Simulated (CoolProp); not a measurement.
Octamethyltrisiloxane (MDM) along the isotherm 301.85 °C: fugacity coefficient from the reference equation and from simpler models built on Tc = 292.2 °C, pc = 1.438 MPa, ω = 0.528; each cubic takes its own stable root.

Model: reference Helmholtz-energy equation of state, Thol 2017, in CoolProp.

```csv
p (MPa),phase,reference,van der Waals,Redlich-Kwong,Soave-Redlich-Kwong
0.00682,gas,0.9985,0.9986,0.9985,0.9985
0.0121,gas,0.9974,0.9976,0.9973,0.9973
0.0216,gas,0.9953,0.9957,0.9951,0.9952
0.0383,gas,0.9917,0.9924,0.9914,0.9915
0.0682,gas,0.9852,0.9865,0.9846,0.9849
0.121,gas,0.9738,0.9761,0.9728,…
0.216,gas,…,0.9573,0.9517,0.9525
0.383,gas,0.9175,0.9245,0.9149,0.9163
0.682,gas,…,0.8658,0.8500,0.8526
1.21,gas,…,0.7602,0.7366,0.7414
2.16,supercritical,0.5206,…,0.5225,0.5340
```

Problem. Fill in the missing entries.

Solution. 
- 0.121, Soave-Redlich-Kwong: 0.9733
- 0.216, reference: 0.9534
- 0.682, reference: 0.8537
- 1.21, reference: 0.7400
- 2.16, van der Waals: 0.5481
